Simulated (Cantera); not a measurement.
A Cantera script and its output.

```python
import numpy as np
import cantera as ct

gas = ct.Solution("gri30.yaml", transport_model="multicomponent")
show = ['CH4', 'NO', 'H']

rows = []
print(f"{'T/K':>7s}{'rho':>11s}{'cp':>10s}{'mu':>11s}{'lambda':>11s}{'Pr':>7s}" + "".join(f"{'D_' + s:>11s}" for s in show))
for T in [400, 550, 700, 850, 1000, 1150, 1300, 1450, 1600]:
    gas.TPX = T, 120000, {'N2': 0.99, 'N2O': 0.42}
    Pr = gas.cp_mass * gas.viscosity / gas.thermal_conductivity
    D = [gas.mix_diff_coeffs_mole[gas.species_index(s)] for s in show]
    rows.append([gas.density, gas.cp_mass, gas.viscosity, gas.thermal_conductivity, Pr, *D])
    print(f"{T:7g}{gas.density:11.4e}{gas.cp_mass:10.1f}{gas.viscosity:11.4e}"
          f"{gas.thermal_conductivity:11.4e}{Pr:7.3f}" + "".join(f"{d:11.4e}" for d in D))
print("SI units: kg/m3, J/kg/K, Pa s, W/m/K, m2/s")
```

It prints:

```
    T/K        rho        cp         mu     lambda     Pr      D_CH4       D_NO        D_H
    400 1.1827e+00    1016.1 2.1336e-05 3.0392e-02  0.713 2.9061e-05 2.6173e-05 1.6093e-04
    550 8.6018e-01    1068.5 2.7108e-05 4.0370e-02  0.717 5.0771e-05 4.5390e-05 2.8124e-04
    700 6.7585e-01    1117.3 3.2203e-05 5.0007e-02  0.720 7.6835e-05 6.8415e-05 4.2570e-04
    850 5.5659e-01    1164.3 3.6838e-05 5.9539e-02  0.720 1.0686e-04 9.4916e-05 5.9210e-04
   1000 4.7310e-01    1203.6 4.1135e-05 6.8698e-02  0.721 1.4055e-04 1.2465e-04 7.7888e-04
   1150 4.1139e-01    1231.3 4.5171e-05 7.7187e-02  0.721 1.7771e-04 1.5744e-04 9.8483e-04
   1300 3.6392e-01    1255.2 4.8998e-05 8.5368e-02  0.720 2.1816e-04 1.9312e-04 1.2090e-03
   1450 3.2627e-01    1275.6 5.2653e-05 9.3253e-02  0.720 2.6175e-04 2.3160e-04 1.4507e-03
   1600 2.9569e-01    1293.1 5.6163e-05 1.0086e-01  0.720 3.0838e-04 2.7275e-04 1.7091e-03
SI units: kg/m3, J/kg/K, Pa s, W/m/K, m2/s
```

Detailed kinetics in Cantera: GRI-Mech 3.0 (53 species, 325 reactions). The composition is frozen, though it would react at the higher temperatures.
